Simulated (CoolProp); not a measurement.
R1336mzz(Z) along the isotherm 226.85 °C: Z from the reference equation and from simpler models built on Tc = 171.3 °C, pc = 2904 kPa, ω = 0.386; each cubic takes its own stable root.

Computed with CoolProp (reference Helmholtz-energy equation of state, McLinden 2020).

```tsv
p (kPa)	phase	reference	van der Waals	Redlich-Kwong	Soave-Redlich-Kwong
1120	gas	0.9075	0.9079	0.9022	0.9126
2230	gas	0.8063	0.7991	0.7937	0.8192
3350	supercritical	0.6933	0.6569	0.6678	0.7184
4470	supercritical	0.5743	0.4880	0.5339	0.6199
5580	supercritical	0.4815	0.4696	0.4690	0.5552
6700	supercritical	0.4504	0.5064	0.4725	0.5397
7820	supercritical	0.4594	0.5540	0.4979	0.5528
8930	supercritical	0.4832	0.6045	0.5303	0.5780
10100	supercritical	0.5147	0.6589	0.5677	0.6106
11200	supercritical	0.5470	0.7105	0.6042	0.6440
12300	supercritical	0.5807	0.7621	0.6412	0.6788
13400	supercritical	0.6150	0.8136	0.6785	0.7144
14500	supercritical	0.6497	0.8649	0.7158	0.7503
```
